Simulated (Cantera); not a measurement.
**N2O furnace oxynitridation**

An isothermal, constant-pressure homogeneous reactor starts with 42.6 % N2O, 51.1 % O2, 6.38 % H2O, at 1100 K and 0.330 bar.

Computed with Cantera and GRI-Mech 3.0 (53 species, 325 reactions). GRI-Mech 3.0 was tuned for natural gas; its chemistry of N2O as a main component is partial and can be far from experiment. The mechanism lacks the step 2 NO + O2 → 2 NO2, which can matter for NO2 below about 1400 K. The temperature is held fixed by assumption; the heat of reaction is taken as removed at once.

| t (s) | x N2O | x O2 | x N2 | x NO | x NO2 | x O |
|---|---|---|---|---|---|---|
| 1.00e-6 | 0.426 | 0.511 | 7.06e-9 | 7.85e-12 | <1e-12 | 6.94e-9 |
| 7.29e-6 | 0.426 | 0.511 | 5.38e-8 | 4.00e-10 | <1e-12 | 4.78e-8 |
| 5.32e-5 | 0.426 | 0.511 | 4.85e-7 | 1.65e-8 | <1e-12 | 2.39e-7 |
| 0.000388 | 0.426 | 0.511 | 4.69e-6 | 2.87e-7 | 5.35e-12 | 3.85e-7 |
| 0.00283 | 0.425 | 0.511 | 3.70e-5 | 2.38e-6 | 1.23e-8 | 3.86e-7 |
| 0.0206 | 0.425 | 0.511 | 0.000281 | 1.53e-5 | 2.52e-6 | 3.87e-7 |
| 0.150 | 0.423 | 0.511 | 0.00208 | 8.66e-5 | 4.23e-5 | 3.78e-7 |
| 1.10 | 0.407 | 0.514 | 0.0147 | 0.000678 | 0.000182 | 3.41e-7 |
| 8.00 | 0.313 | 0.531 | 0.0901 | 0.00459 | 0.000261 | 3.00e-7 |
x: mole fraction; the columns are a selection and need not sum to one.

Equilibrium at this temperature and pressure: N2O 2.77e-9, O2 0.596, N2 0.351, NO 9.61e-5, NO2 2.65e-6, O 3.38e-9 (gas phase only).
